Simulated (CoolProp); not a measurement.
Values from CoolProp's reference Helmholtz-energy equation of state, Zhou 2016.

Q: For R245ca, give the phase and the Z, cp (kJ/(kg K)), cv (kJ/(kg K)), Joule-Thomson coefficient (K/MPa) at -4.35 °C and 5.57 MPa; 32.35 °C and 5.57 MPa.

A: 
- -4.35 °C and 5.57 MPa: liquid; Z 0.227, cp 1.33, cv 0.968, Joule-Thomson coefficient -0.298
- 32.35 °C and 5.57 MPa: liquid; Z 0.213, cp 1.38, cv 1.01, Joule-Thomson coefficient -0.245
